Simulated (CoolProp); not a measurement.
R124 along the isobar 4.17 MPa: Z from the reference equation and from simpler models built on Tc = 122.3 °C, pc = 3.624 MPa, ω = 0.288; each cubic takes its own stable root.

Computed with CoolProp (reference Helmholtz-energy equation of state, de Vries 1995).

```csv
T (°C),phase,reference
-98.85,liquid,0.2287
-82.95,liquid,0.2147
-66.95,liquid,0.2030
-50.95,liquid,0.1934
-35.05,liquid,0.1854
-19.05,liquid,0.1789
-3.05,liquid,0.1735
12.85,liquid,0.1694
28.85,liquid,0.1664
44.85,liquid,0.1646
60.75,liquid,0.1642
```

Q: How far does each simpler model (van der Waals, Peng-Robinson) lie from the reference over these 11 states: mean and median of the absolute difference, and the worst?

A: 
- van der Waals: mean 62.9 %, median 62.7 %, worst +66.7 % at -98.85 °C and 4.17 MPa
- Peng-Robinson: mean 2.8 %, median 3.1 %, worst -3.7 % at -3.05 °C and 4.17 MPa
